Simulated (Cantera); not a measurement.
Feed: 1 mol Nb₂O₅, 37 mol H₂, 1.6 mol H₂O, equilibrated at 848.15 K and 21.0 mbar.

Equilibrium computed with Cantera from the NASA thermochemical tables; the gas is ideal and each condensed phase is pure. Candidate condensed phases: H₂O, Nb, NbO, NbO₂, Nb₂O₅; 12 gas species. Condensed phases not in the tables: the oxides between NbO₂ and Nb₂O₅. The numbers say what is thermodynamically allowed, not how fast it happens.

What is the equilibrium state?


- x(H₂): 0.959
- x(H₂O): 0.0415
- n(Nb₂O₅(s)): 1.00 mol
- gas amount: 38.60 mol
- log10 activity of NbO₂(s) (absent): -0.75
- log10 activity of Nb(s) (absent): -12.65
